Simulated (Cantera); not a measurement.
A closed system holds: 1 mol C₃H₆, 0.0088 mol O₂, 41 mol N₂, equilibrated at 2775 K and 10.0 mbar.

These are equilibrium values from Cantera (NASA tables, ideal gas, pure condensed phases), not measurements of a reactor. Candidate condensed phases: C, C₆H₆, C₇H₈, C₈H₁₈, H₂O; 136 gas species. Kinetics and transport are ignored.

Base state: N₂ 0.873, H 0.0858, HCN 0.0141, H₂ 0.0131, CN 0.00752, C₃ 0.00231, HNC 0.00219, C 0.000500 (mole fractions); condensed: C(graphite).

**Question.** What changes in the equilibrium state with this change: temperature from 2775 K to 623 K?

**Answer.** 
```csv
species,before,after
N₂,0.873,0.934
H₂,0.0131,0.0638
CH₄,<1e-9,0.00208
H,0.0858,<1e-9
HCN,0.0141,<1e-9
CN,0.00752,<1e-9
C₃,0.00231,<1e-9
HNC,0.00219,<1e-9
"C(graphite), mol",1.41,2.91
```
